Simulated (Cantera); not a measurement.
Feed: 1 mol CH3OH, 0.14 mol H2O, 0.66 mol H2, equilibrated at 550 K and 28.0 mbar.

Method: chemical equilibrium by Gibbs-energy minimisation in Cantera with the NASA 1993 tables (ideal gas, pure condensed phases). Candidate condensed phases: C, C6H6, C7H8, C8H18, H2O; 110 gas species. The numbers say what is thermodynamically allowed, not how fast it happens.

Base state: H2O 0.423, CH4 0.352, H2 0.172, CO2 0.0526, CO 0.000371 (mole fractions); condensed: C(graphite).

Question: What changes in the equilibrium state with this change: CH3OH replaced by CH4?

Answer: 
| species | before | after |
|---|---|---|
| CH4 | 0.352 | 0.555 |
| H2 | 0.172 | 0.367 |
| H2O | 0.423 | 0.0775 |
| CO2 | 0.0526 | 0.000135 |
| CO | 0.000371 | 1.11e-5 |
| C(graphite), mol | 0.127 | 0 |
